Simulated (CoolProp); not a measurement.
Sulfur dioxide along the isotherm 202.55 °C: Z from the reference equation and from simpler models built on Tc = 157.5 °C, pc = 7887 kPa, ω = 0.256; each cubic takes its own stable root.

Values from CoolProp's reference Helmholtz-energy equation of state, Gao 2016.

| p (kPa) | phase | reference | van der Waals | Redlich-Kwong | Soave-Redlich-Kwong | Peng-Robinson |
|---|---|---|---|---|---|---|
| 2190 | gas | 0.9294 | 0.9319 | 0.9265 | 0.9307 | 0.9215 |
| 4380 | gas | 0.8524 | 0.8547 | 0.8462 | 0.8562 | … |
| 6560 | gas | 0.7675 | 0.7641 | 0.7572 | … | 0.7508 |
| 8750 | supercritical | 0.6718 | 0.6486 | 0.6547 | 0.6863 | 0.6567 |
| 10900 | supercritical | 0.5663 | 0.4988 | 0.5414 | 0.5937 | 0.5623 |
| 13100 | supercritical | 0.4618 | 0.4406 | 0.4554 | 0.5154 | … |
| 15300 | supercritical | 0.4098 | 0.4569 | 0.4366 | 0.4829 | 0.4500 |
| 17500 | supercritical | 0.4053 | 0.4879 | 0.4467 | 0.4830 | 0.4468 |
| 19700 | supercritical | 0.4192 | 0.5237 | 0.4669 | … | 0.4577 |
| 21900 | supercritical | 0.4401 | 0.5613 | 0.4912 | 0.5182 | 0.4751 |
| 24100 | supercritical | 0.4642 | 0.5998 | 0.5175 | 0.5422 | … |
| 26200 | supercritical | 0.4886 | 0.6370 | 0.5436 | 0.5667 | … |
| 28400 | supercritical | 0.5150 | 0.6760 | 0.5715 | 0.5933 | 0.5405 |
| 30600 | supercritical | 0.5418 | 0.7150 | 0.5997 | 0.6205 | 0.5646 |
| 32800 | supercritical | 0.5689 | 0.7539 | 0.6280 | 0.6480 | 0.5890 |
| 35000 | supercritical | 0.5962 | 0.7928 | 0.6564 | 0.6758 | 0.6136 |

Q: Some entries are withheld; supply them.

A: 
- 4380, Peng-Robinson: 0.8386
- 6560, Soave-Redlich-Kwong: 0.7754
- 13100, Peng-Robinson: 0.4844
- 19700, Soave-Redlich-Kwong: 0.4974
- 24100, Peng-Robinson: 0.4957
- 26200, Peng-Robinson: 0.5171
